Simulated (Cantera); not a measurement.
Equilibrium for fluorocarbon and chlorocarbon gases: CHF3 + Si

Feed: 1 mol CHF3, 0.028 mol Si, at 0.133 bar.

Method: chemical equilibrium by Gibbs-energy minimisation in Cantera with the NASA 1993 tables (ideal gas, pure condensed phases). Candidate condensed phases: C, C6H6, C7H8, C8H18, Si, SiC; 113 gas species. Gases not in the tables: C2F6 and larger saturated fluorocarbons. The numbers say what is thermodynamically allowed, not how fast it happens.

```json
[
 {"T (K)": "1198", "x HF": "0.667", "x CF4": "0.315", "x SiF4": "0.0187", "x CF2": "2.26e-7", "x F": "1.12e-8", "x CF3": "2.20e-7", "n C(graphite)": "0.528"},
 {"T (K)": "1298", "x HF": "0.667", "x CF4": "0.315", "x SiF4": "0.0187", "x CF2": "1.99e-6", "x F": "1.29e-7", "x CF3": "1.28e-6", "n C(graphite)": "0.528"},
 {"T (K)": "1398", "x HF": "0.667", "x CF4": "0.315", "x SiF4": "0.0187", "x CF2": "1.28e-5", "x F": "1.05e-6", "x CF3": "5.78e-6", "n C(graphite)": "0.528"},
 {"T (K)": "1498", "x HF": "0.667", "x CF4": "0.315", "x SiF4": "0.0187", "x CF2": "6.37e-5", "x F": "6.47e-6", "x CF3": "2.13e-5", "n C(graphite)": "0.528"},
 {"T (K)": "1598", "x HF": "0.667", "x CF4": "0.314", "x SiF4": "0.0187", "x CF2": "0.000259", "x F": "3.18e-5", "x CF3": "6.64e-5", "n C(graphite)": "0.528"},
 {"T (K)": "1698", "x HF": "0.666", "x CF4": "0.314", "x SiF4": "0.0187", "x CF2": "0.000887", "x F": "0.000129", "x CF3": "0.000181", "n C(graphite)": "0.527"},
 {"T (K)": "1798", "x HF": "0.665", "x CF4": "0.312", "x SiF4": "0.0186", "x CF2": "0.00264", "x F": "0.000450", "x CF3": "0.000438", "n C(graphite)": "0.526"},
 {"T (K)": "1898", "x HF": "0.663", "x CF4": "0.309", "x SiF4": "0.0186", "x CF2": "0.00696", "x F": "0.00137", "x CF3": "0.000962", "n C(graphite)": "0.523"}
]
```
x: gas mole fraction; n: condensed amount in mol.

From 1198 K to 1898 K the condensed part is C(graphite). The main Si-bearing gas is SiF4 throughout.
